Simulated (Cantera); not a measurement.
What does this Cantera script print?

```python
import numpy as np
import cantera as ct

gas_names = """
    C CN CO CO2 C2 CCN CNC C2N2 C2O C3 C3O2 C4 C4N2 C5 Cu CuO Cu2 N NCO NO NO2 NO3 N2 N2O O O2 O3
""".split()
cond_names = """
    C(gr) Cu(cr) Cu(L) CuO(s) Cu2O(s) Cu2O(L)
""".split()


# ... load() reads the species with a 1 bar reference pressure and builds the phases ...
atoms = {
    'CuO': {'Cu': 1, 'O': 1},
    'C': {'C': 1},
    'N2': {'N': 2},
}
top_T = {'C(gr)': 4500, 'CuO(s)': 1390}  # K; cautious upper limits of use, not melting points


# ... equilibrate(T, P, feed) seeds the gas with the atoms and calls Mixture.equilibrate('TP', solver="vcs", rtol=1e-11, max_steps=5000) ...
results = []
feed = {'CuO': 1, 'C': 0.68, 'N2': 0.48}  # mol
P = 100000  # Pa
for T in [1173, 1323, 1473, 1623, 1773, 1923, 2073, 2223, 2373, 2523, 2673]:
    mix = equilibrate(T, P, feed)
    results.append((T, P, feed, dict(zip(mix.species_names, mix.species_moles))))

top = {s: max(r[3][s] / sum(r[3][g] for g in gas_names) for r in results) for s in gas_names}
cols = sorted((s for s in top if top[s] > 1e-06), key=lambda s: -top[s])[:6]
seen = [c for c in cond_names if any(r[3].get(c, 0) > 1e-12 for r in results)]
print("log10 of partial pressures in bar; condensed amounts in mol")
print(f"{'T/K':>10s}" + "".join(f"{s[:9]:>10s}" for s in cols + seen))
for T, P, feed, n in results:
    ng = sum(n[g] for g in gas_names)
    print(f"{T:10.4g}" + "".join(f"{np.log10(max(n[s] / ng * P / 1e5, 1e-99)):10.3f}" for s in cols)
          + "".join(f"{n.get(c, 0):10.4g}" for c in seen))
```

It prints:

```
log10 of partial pressures in bar; condensed amounts in mol
       T/K        Cu        N2        CO       CO2       Cu2        O2    Cu(cr)     Cu(L)
      1173    -8.243    -0.383    -0.508    -0.559   -12.929   -16.184         1         0
      1323    -6.571    -0.383    -0.508    -0.559   -10.561   -13.340         1         0
      1473    -5.286    -0.383    -0.508    -0.559    -8.770   -11.081         0         1
      1623    -4.255    -0.383    -0.508    -0.559    -7.346    -9.244         0    0.9999
      1773    -3.404    -0.383    -0.508    -0.559    -6.173    -7.722         0    0.9995
      1923    -2.690    -0.384    -0.509    -0.560    -5.193    -6.441         0    0.9976
      2073    -2.082    -0.387    -0.512    -0.563    -4.362    -5.349         0    0.9902
      2223    -1.559    -0.396    -0.520    -0.572    -3.650    -4.408         0    0.9665
      2373    -1.105    -0.420    -0.543    -0.598    -3.035    -3.593         0    0.8985
      2523    -0.706    -0.482    -0.598    -0.667    -2.497    -2.900         0     0.704
      2673    -0.354    -0.654    -0.741    -0.872    -2.025    -2.386         0  0.004397
```

Equilibrium computed with Cantera from the NASA thermochemical tables; the gas is ideal and each condensed phase is pure.
